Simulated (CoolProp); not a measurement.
Octamethyltrisiloxane (MDM) along the isotherm 575 K: Z from the reference equation and from simpler models built on Tc = 565.4 K, pc = 1.438 MPa, ω = 0.528; each cubic takes its own stable root.

Computed with CoolProp (reference Helmholtz-energy equation of state, Thol 2017).

```
p (MPa)          phase  reference
-------  -------------  ---------
0.0455             gas     0.9901
0.103              gas     0.9773
0.235              gas     0.9468
0.536              gas     0.8707
1.22               gas     0.6354
2.78     supercritical     0.3074
6.32     supercritical     0.5958
14.4     supercritical      1.207
```

Q: How far does each simpler model (van der Waals, Redlich-Kwong, Peng-Robinson) lie from the reference over these 8 states: mean and median of the absolute difference, and the worst?

A: 
- van der Waals: mean 14.2 %, median 3.1 %, worst +37.2 % at 575 K and 2.78 MPa
- Redlich-Kwong: mean 3.1 %, median 0.4 %, worst +13.8 % at 575 K and 2.78 MPa
- Peng-Robinson: mean 2.5 %, median 1.7 %, worst -7.1 % at 575 K and 14.4 MPa
